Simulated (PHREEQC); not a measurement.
Solution (25 °C): 0.21 mmol/kgw H2S and 69 mmol/kgw ZnCl2. Closed to the air; pH follows from the charge balance.

All values are PHREEQC results (ion-association model, wateq4f.dat), not measurements.

Each row changes one thing in this solution. Precipitation was switched off in this run.

```csv
case,pH,ionic strength (mol/kgw),Zn+2 (mol/kgw),H2S (mol/kgw),ZnOH+ (mol/kgw),HS- (mol/kgw),SI of ZnS(a) (ZnS),SI of Zincite(c) (ZnO)
as made,3.78,0.191,0.0613,3.42e-6,1.79e-7,3.47e-9,+2.53,-5.27
ZnCl2 replaced by ZnSO4 at the same molality,4.07,0.140,0.0350,2.23e-6,2.16e-7,4.23e-9,+2.72,-4.89
temperature from 25 to 90 °C,3.77,0.136,0.0348,1.82e-6,5.63e-6,4.69e-9,+1.91,-2.68
H2S from 0.00021 to 0.000189 mol/kgw,3.83,0.191,0.0613,2.92e-6,1.99e-7,3.30e-9,+2.56,-5.18
diluted 100-fold with water,5.64,0.00206,0.000687,2.88e-8,2.87e-7,1.53e-9,+2.61,-3.10
```

Species that the database lacks are ignored. Some of these states are supersaturated (in ZnS(a), Sphalerite (slow to form), for instance). Constants without temperature data keep their 25 °C values here. The polysulfide entries of wateq4f.dat were taken out for this run.
